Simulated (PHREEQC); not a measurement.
Model water analysis in mg/L, 25 °C, pH 6.78, pe 10.3:

| constituent | mg/L |
|---|---|
| Na | 3.07 |
| K | 2.72 |
| Ca | 6.61 |
| Mg | 5.4 |
| Cl | 30.1 |
| S(6) as SO4 | 5.89 |
| Alkalinity as HCO3 | 30.3 |
| Li | 0.197 |

Cl is adjusted to close the charge balance.
Valence states are taken as typed.

Model: ion-association model, phreeqc.dat, run in PHREEQC.

This is a speciation only: nothing precipitates in the calculation.

**Question.** What specific conductance does the model give?

**Answer.** specific conductance 111 µS/cm.

**Question.** In which forms is S present?

**Answer.** SO4-2 94 %, MgSO4 3.5 %, CaSO4 2.0 % of the S.

Species that the database lacks are ignored.
